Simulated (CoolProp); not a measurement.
Computed with CoolProp (reference Helmholtz-energy equation of state, Bücker 2006).

For n-butane, give the phase and the cp (kJ/(kg K)), speed of sound (m/s), Prandtl number at 175.25 °C and 0.014 MPa; 115.15 °C and 0.0152 MPa; -110.95 °C and 0.0131 MPa.


- 175.25 °C and 0.014 MPa: gas; cp 2.35, speed of sound 261, Prandtl number 0.743
- 115.15 °C and 0.0152 MPa: gas; cp 2.10, speed of sound 244, Prandtl number 0.755
- -110.95 °C and 0.0131 MPa: liquid; cp 2.00, speed of sound 1660, Prandtl number 12.0

Viscosity comes from a separate model (Vogel 1999). Thermal conductivity comes from a separate model (Perkins 2002).
